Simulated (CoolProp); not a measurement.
A single-stage vapour-compression cycle with R125: evaporating at 199.15 K (dew point), condensing at 245.15 K (bubble point), superheat 0 K, subcooling 2 K, compressor efficiency 0.6, no pressure losses. Each further row changes one setting.

Computed with CoolProp (reference Helmholtz-energy equation of state, Lemmon 2005).

```
case                              cooling COP  pressure ratio  discharge temperature (K)  refrigerating effect (kJ/kg)  volumetric capacity (kJ/m³)
--------------------------------  -----------  --------------  -------------------------  ----------------------------  ---------------------------
as stated                                2.14            10.6                      288.5                           129                          220
evaporating temperature 204.15 K         2.53            7.73                      282.2                           131                          303
condensing temperature 240.15 K          2.48            8.65                      280.6                           134                          230
subcooling 7 K                           2.24            10.6                      288.5                           134                          230
superheat 10 K                           2.14            10.6                      300.2                           135                          220
compressor efficiency 0.5                1.79            10.6                      303.4                           129                          220
```
